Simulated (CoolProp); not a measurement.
Vapour-liquid equilibrium of cyclohexane (1) + ethylbenzene (2) at 452.5 K; x and y are mole fractions of (1).

Computed with CoolProp (multi-fluid Helmholtz-energy mixture model, Zhou 2014 and Zhou 2012; pair parameters Bell 2016).

```
x     bubble pressure, mixture model (bar)  bubble pressure, Raoult's law (bar)  y, mixture model  y, Raoult's law
----  ------------------------------------  -----------------------------------  ----------------  ---------------
0.05                                 3.216                                3.180             0.149            0.150
0.2                                  4.323                                4.186             0.446            0.457
0.35                                 5.388                                5.193             0.622            0.644
0.5                                  6.396                                6.200             0.741            0.771
0.65                                 7.356                                7.207             0.831            0.862
0.8                                  8.291                                8.214             0.907            0.931
0.95                                 9.234                                9.220             0.977            0.985
```

The largest gap from Raoult's law is +3.8 % in bubble pressure, at x = 0.35. No azeotrope shows between x = 0.05 and 0.95.

Pair parameters are fitted to limited data, so mixtures are less certain than the pure fluids.
